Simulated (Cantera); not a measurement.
A closed system holds: 1 mol MgO, 1.7 mol SiCl₄, 0.15 mol O₂, equilibrated at 998 K and 1.00 mbar.

Equilibrium computed with Cantera from the NASA thermochemical tables; the gas is ideal and each condensed phase is pure. Condensed phases not in the tables: alloys, solid solutions and most ternary compounds. Rates play no part.

```csv
species,before,after
SiCl₄,0.635,0.778
Cl₂,0.179,0.222
Cl,0.00504,4.24e-6
MgCl₂,0.182,1.71e-7
"MgCl₂(l), mol",0.699,0
"SiO₂(β-quartz), mol",0.650,0
"MgCl₂(s), mol",0,1.00
"SiO₂(α-quartz), mol",0,0.650
```
Gas species are given as mole fractions.

### Question
Name the change that produced these shifts.
A. temperature from 998 K to 673.15 K
B. temperature from 998 K to 848 K
C. O₂ from 0.15 to 2.9 mol
D. O₂ from 0.15 to 0.077 mol

### Answer
A, temperature from 998 K to 673.15 K
